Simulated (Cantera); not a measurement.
Input (Python, Cantera) and output of one run.

```python
import numpy as np
import cantera as ct

gas_names = """
    Fe FeO Fe(OH)2 H HNO HNO2 HNO3 HO2 H2 H2O H2O2 N NH NH2 NH3 NH2OH NO NO2 NO3 N2 N2H2 N2H4 N2O O OH
    O2 O3
""".split()
cond_names = """
    Fe(a) Fe(c) Fe(d) Fe(L) FeO(s) FeO(L) Fe(OH)2(s) Fe(OH)3(s) Fe2O3(s) Fe3O4(s) H2O(s) H2O(L)
""".split()


# ... load() reads the species with a 1 bar reference pressure and builds the phases ...
atoms = {
    'Fe3O4': {'Fe': 3, 'O': 4},
    'H2': {'H': 2},
    'N2': {'N': 2},
}
top_T = {'Fe2O3(s)': 1830, 'Fe3O4(s)': 1870}  # K; cautious upper limits of use, not melting points


# ... equilibrate(T, P, feed) seeds the gas with the atoms and calls Mixture.equilibrate('TP', solver="vcs", rtol=1e-11, max_steps=5000) ...
results = []
feed = {'Fe3O4': 1, 'H2': 110, 'N2': 2}  # mol
P = 1333.22  # Pa
for T in [1348, 1423, 1498, 1573, 1648, 1723, 1798, 1873, 1948]:
    mix = equilibrate(T, P, feed)
    results.append((T, P, feed, dict(zip(mix.species_names, mix.species_moles))))
    x = sorted(zip(gas.X, gas.species_names), reverse=True)
    print(f"T = {T:g} K  P = {P:g} Pa  gas = {mix.phase_moles(0):.4g} mol")
    print("   x: " + "  ".join(f"{s} {v:.3e}" for v, s in x if v > 0.0001))
    print("   condensed (mol): " + ("  ".join(f"{mix.phase(i).name} {mix.phase_moles(i):.4g}"
          for i in range(1, mix.n_phases) if mix.phase_moles(i) > 1e-12) or "none"))
```

Result:

```
T = 1348 K  P = 1333.22 Pa  gas = 112 mol
   x: H2 9.464e-01  H2O 3.571e-02  N2 1.786e-02
   condensed (mol): Fe(c) 3
T = 1423 K  P = 1333.22 Pa  gas = 112 mol
   x: H2 9.464e-01  H2O 3.571e-02  N2 1.786e-02
   condensed (mol): Fe(c) 3
T = 1498 K  P = 1333.22 Pa  gas = 112 mol
   x: H2 9.463e-01  H2O 3.571e-02  N2 1.786e-02  H 1.448e-04
   condensed (mol): Fe(c) 2.999
T = 1573 K  P = 1333.22 Pa  gas = 112 mol
   x: H2 9.460e-01  H2O 3.571e-02  N2 1.785e-02  H 3.425e-04
   condensed (mol): Fe(c) 2.994
T = 1648 K  P = 1333.22 Pa  gas = 112.1 mol
   x: H2 9.455e-01  H2O 3.569e-02  N2 1.785e-02  H 7.499e-04  Fe 1.957e-04
   condensed (mol): Fe(c) 2.978
T = 1723 K  P = 1333.22 Pa  gas = 112.2 mol
   x: H2 9.443e-01  H2O 3.566e-02  N2 1.783e-02  H 1.535e-03  Fe 6.845e-04
   condensed (mol): Fe(d) 2.923
T = 1798 K  P = 1333.22 Pa  gas = 112.4 mol
   x: H2 9.415e-01  H2O 3.558e-02  N2 1.779e-02  H 2.959e-03  Fe 2.147e-03
   condensed (mol): Fe(d) 2.759
T = 1873 K  P = 1333.22 Pa  gas = 113 mol
   x: H2 9.356e-01  H2O 3.539e-02  N2 1.770e-02  Fe 5.930e-03  H 5.407e-03
   condensed (mol): Fe(L) 2.33
T = 1948 K  P = 1333.22 Pa  gas = 114.3 mol
   x: H2 9.231e-01  H2O 3.497e-02  N2 1.750e-02  Fe 1.501e-02  H 9.402e-03
   condensed (mol): Fe(L) 1.284
```

Method: chemical equilibrium by Gibbs-energy minimisation in Cantera with the NASA 1993 tables (ideal gas, pure condensed phases).
